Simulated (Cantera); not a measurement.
Gas mixture: 43.1 % H₂O, 37.1 % NO, 19.8 % N₂, at 550 Pa, frozen composition.

Cantera's kinetic-theory transport with the Lennard-Jones parameters of GRI-Mech 3.0, ideal gas; thermal conductivity in the multicomponent form. Polar gases are described roughly by these parameters.

D: mixture-averaged diffusion coefficient of that species in the mixture.

```json
[
 {"T (K)": "400", "ρ (kg/m³)": "0.00404", "cp (J/kg/K)": "1296", "μ (µPa s)": "19.1", "λ (mW/m/K)": "36.5", "Pr": "0.679", "D (cm²/s) NO": "68.7", "D (cm²/s) NH₃": "67.5", "D (cm²/s) H₂O": "72.3"},
 {"T (K)": "500", "ρ (kg/m³)": "0.00323", "cp (J/kg/K)": "1324", "μ (µPa s)": "…", "λ (mW/m/K)": "…", "Pr": "0.671", "D (cm²/s) NO": "…", "D (cm²/s) NH₃": "…", "D (cm²/s) H₂O": "…"},
 {"T (K)": "600", "ρ (kg/m³)": "0.00270", "cp (J/kg/K)": "1358", "μ (µPa s)": "26.8", "λ (mW/m/K)": "54.6", "Pr": "0.667", "D (cm²/s) NO": "143", "D (cm²/s) NH₃": "147", "D (cm²/s) H₂O": "154"},
 {"T (K)": "700", "ρ (kg/m³)": "0.00231", "cp (J/kg/K)": "1396", "μ (µPa s)": "…", "λ (mW/m/K)": "…", "Pr": "0.666", "D (cm²/s) NO": "…", "D (cm²/s) NH₃": "…", "D (cm²/s) H₂O": "…"},
 {"T (K)": "800", "ρ (kg/m³)": "0.00202", "cp (J/kg/K)": "1434", "μ (µPa s)": "33.8", "λ (mW/m/K)": "72.9", "Pr": "0.665", "D (cm²/s) NO": "236", "D (cm²/s) NH₃": "252", "D (cm²/s) H₂O": "257"},
 {"T (K)": "900", "ρ (kg/m³)": "0.00180", "cp (J/kg/K)": "1472", "μ (µPa s)": "37.1", "λ (mW/m/K)": "82.1", "Pr": "0.665", "D (cm²/s) NO": "290", "D (cm²/s) NH₃": "312", "D (cm²/s) H₂O": "317"},
 {"T (K)": "1000", "ρ (kg/m³)": "0.00162", "cp (J/kg/K)": "1509", "μ (µPa s)": "40.3", "λ (mW/m/K)": "91.4", "Pr": "0.666", "D (cm²/s) NO": "347", "D (cm²/s) NH₃": "378", "D (cm²/s) H₂O": "381"}
]
```

Task: What belongs in the gaps?

Result: 
- 500, μ (µPa s): 23.1
- 500, λ (mW/m/K): 45.5
- 500, D (cm²/s) NO: 103
- 500, D (cm²/s) NH₃: 104
- 500, D (cm²/s) H₂O: 110
- 700, μ (µPa s): 30.4
- 700, λ (mW/m/K): 63.7
- 700, D (cm²/s) NO: 187
- 700, D (cm²/s) NH₃: 197
- 700, D (cm²/s) H₂O: 203
